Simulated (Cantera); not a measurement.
**Equilibrium for metals in furnace atmospheres: Cu + H2O + H2**

A closed system holds: 1 mol Cu, 0.17 mol H2O, 5.2 mol H2, equilibrated at 1 atm.

Equilibrium computed with Cantera from the NASA thermochemical tables; the gas is ideal and each condensed phase is pure. Candidate condensed phases: Cu, CuO, Cu(OH)2, Cu2O, H2O; 12 gas species. Equilibrium is a limit: real reactors are often held back by kinetics, nucleation or transport.

From 925 °C to 1025 °C the condensed part is Cu(s). From 1125 °C to 1625 °C the condensed part is Cu(l). The main Cu-bearing gas is Cu throughout.

| T (°C) | log p H2 | log p H2O | log p Cu | log p H | n Cu(s) | n Cu(l) |
|---|---|---|---|---|---|---|
| 925 | -0.01 | -1.49 | -7.93 | -6.73 | 1.00 | 0 |
| 1025 | -0.01 | -1.49 | -6.82 | -5.97 | 1.000 | 0 |
| 1125 | -0.01 | -1.49 | -5.89 | -5.33 | 0 | 1.000 |
| 1225 | -0.01 | -1.49 | -5.10 | -4.77 | 0 | 1.000 |
| 1325 | -0.01 | -1.49 | -4.41 | -4.28 | 0 | 1.000 |
| 1425 | -0.01 | -1.49 | -3.81 | -3.84 | 0 | 0.999 |
| 1525 | -0.01 | -1.49 | -3.28 | -3.46 | 0 | 0.997 |
| 1625 | -0.01 | -1.49 | -2.80 | -3.11 | 0 | 0.992 |
log p: log10 of the partial pressure in bar; n: condensed amount in mol.
